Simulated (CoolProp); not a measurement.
A single-stage vapour-compression cycle with R114: evaporating at 300.15 K (dew point), condensing at 320.15 K (bubble point), superheat 10 K, subcooling 8 K, compressor efficiency 0.75, no pressure losses. Each further row changes one setting.

The numbers come from the reference Helmholtz-energy equation of state, Platzer 1990 in CoolProp. This equation is an older, rougher fit; its heat capacities, sound speeds and derivatives of the liquid may be far off and weren't checked against measurements.

| case | cooling COP | pressure ratio | discharge temperature (K) | refrigerating effect (kJ/kg) | volumetric capacity (kJ/m³) |
|---|---|---|---|---|---|
| as stated | 11.0 | 1.80 | 328.6 | 122 | 1980 |
| evaporating temperature 305.15 K | 15.2 | 1.54 | 328.9 | ___ | 2360 |
| condensing temperature 315.15 K | 15.0 | 1.57 | 324.1 | 127 | 2060 |
| subcooling 13 K | 11.5 | 1.80 | 328.6 | 127 | 2060 |
| superheat 20 K | ___ | 1.80 | 338.8 | 130 | ___ |
| compressor efficiency 0.65 | ___ | 1.80 | ___ | 122 | 1980 |

### Question
What belongs in the gaps?

### Answer

- evaporating temperature 305.15 K, refrigerating effect (kJ/kg): 126
- superheat 20 K, cooling COP: 11.2
- superheat 20 K, volumetric capacity (kJ/m³): 2020
- compressor efficiency 0.65, cooling COP: 9.54
- compressor efficiency 0.65, discharge temperature (K): 330.9
